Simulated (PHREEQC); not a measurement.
Make-up at 25 °C: 0.032 mol/kgw H3PO4, 0.021 mol/kgw KHF2 and 1e-05 mol/kgw H4SiO4. Closed to the air; pH follows from the charge balance.

Computed with PHREEQC (ion-association model, wateq4f.dat).

No solid was allowed to form.

### Question
Predict the pH, ionic strength.

### Answer
pH 2.34; ionic strength 0.0262 mol/kgw.

### Question
In which forms is P present?

### Answer
H2PO4- 63 %, H3PO4 37 % of the P.

wateq4f.dat counts part of the HF as a dimer, H2F2, which phreeqc.dat doesn't know; its constant is uncertain. H3PO4, which wateq4f.dat lacks, is added to it with the constant of phreeqc.dat. SiF6-2 is the database's only silicon fluoride.
